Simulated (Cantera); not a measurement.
Cantera run:

```python
import numpy as np
import cantera as ct

gas_names = """
    F F2 FS2F,fluorodisu N NF NF2 NF3 N2 S SF SF2 SF3 SF4 SF5 SF6 SN S2 S2F2,thiothiony S8 Si SiF SiF2
    SiF3 SiF4 SiN SiS Si2 Si2N Si3
""".split()
cond_names = """
    S(cr1) S(cr2) S(L) Si(cr) Si(L) Si3N4(a)
""".split()


# ... load() reads the species with a 1 bar reference pressure and builds the phases ...
atoms = {
    'Si': {'Si': 1},
    'SF6': {'S': 1, 'F': 6},
    'N2': {'N': 2},
}
top_T = {'Si3N4(a)': 2400}  # K; cautious upper limits of use, not melting points


# ... equilibrate(T, P, feed) seeds the gas with the atoms and calls Mixture.equilibrate('TP', solver="vcs", rtol=1e-11, max_steps=5000) ...
results = []
feed = {'Si': 1, 'SF6': 2.8, 'N2': 0.18}  # mol
T = 900  # K
P = 10000  # Pa
mix = equilibrate(T, P, feed)
results.append((T, P, feed, dict(zip(mix.species_names, mix.species_moles))))
x = sorted(zip(gas.X, gas.species_names), reverse=True)
print(f"T = {T:g} K  P = {P:g} Pa  gas = {mix.phase_moles(0):.4g} mol")
print("   x: " + "  ".join(f"{s} {v:.3e}" for v, s in x if v > 0.0001))
print("   condensed (mol): " + ("  ".join(f"{mix.phase(i).name} {mix.phase_moles(i):.4g}"
      for i in range(1, mix.n_phases) if mix.phase_moles(i) > 1e-12) or "none"))
```

Output:

```
T = 900 K  P = 10000 Pa  gas = 3.979 mol
   x: SF4 4.987e-01  SiF4 2.513e-01  SF6 2.028e-01  N2 4.523e-02  SF3 1.211e-03  SF2 5.513e-04  S2F2,thiothiony 1.927e-04
   condensed (mol): none
```

These are equilibrium values from Cantera (NASA tables, ideal gas, pure condensed phases), not measurements of a reactor. The tables' values for SF3, S2F2 (SSF2), SF5 are old estimates; treat these amounts as uncertain.
